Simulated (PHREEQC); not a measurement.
Model water analysis in mg/kgw, 25 °C, pH 7.38, pe 9.6:

```json
[
 {"constituent": "Na", "mg/kgw": "9.72"},
 {"constituent": "K", "mg/kgw": "0.0381"},
 {"constituent": "Ca", "mg/kgw": "17.7"},
 {"constituent": "Mg", "mg/kgw": "1.32"},
 {"constituent": "Cl", "mg/kgw": "2.47"},
 {"constituent": "S(6) as SO4", "mg/kgw": "29.7"},
 {"constituent": "Alkalinity as HCO3", "mg/kgw": "48"},
 {"constituent": "Sr", "mg/kgw": "1.38"},
 {"constituent": "Cd", "mg/kgw": "2.36"}
]
```

Cl is adjusted to close the charge balance.
Valence states are taken as typed.

Equilibrium calculation in PHREEQC: ion-association model, phreeqc.dat.

Q: The ionic strength comes out as 0.00225 mol/kgw. What activity coefficients do Na+, Cd+2, CaHCO3+, CO3-2, SO4-2 get?

A: Na+ 0.95, Cd+2 0.81, CaHCO3+ 0.95, CO3-2 0.81, SO4-2 0.81.

Precipitation was switched off in this run. The solution is supersaturated, for example in Otavite, so a real one may precipitate; this is no full list. Complexes and solids missing from the database can't appear.
